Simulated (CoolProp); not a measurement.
Vapour-liquid equilibrium of carbon dioxide (1) + cyclopentane (2) at 7.65 °C; x and y are mole fractions of (1).

The numbers come from the multi-fluid Helmholtz-energy mixture model, Span 1996 and Gedanitz 2015; pair parameters Bell 2016 in CoolProp.

Question: Give the bubble pressure and the first vapour's composition at x = 0.35, 0.55, 0.65. Is there an azeotrope?

Answer: x = 0.35: 2.181 MPa, y = 0.988; x = 0.55: 2.773 MPa, y = 0.990; x = 0.65: 2.980 MPa, y = 0.990. No azeotrope shows between x = 0.05 and 0.95.

Pair parameters are fitted to limited data, so mixtures are less certain than the pure fluids. The gap from Raoult's law changes sign with composition, which may be real or a fault of the pair parameters; it wasn't checked against measurements. With so large a gap from Raoult's law the liquid may split in two, which this calculation doesn't test in full.
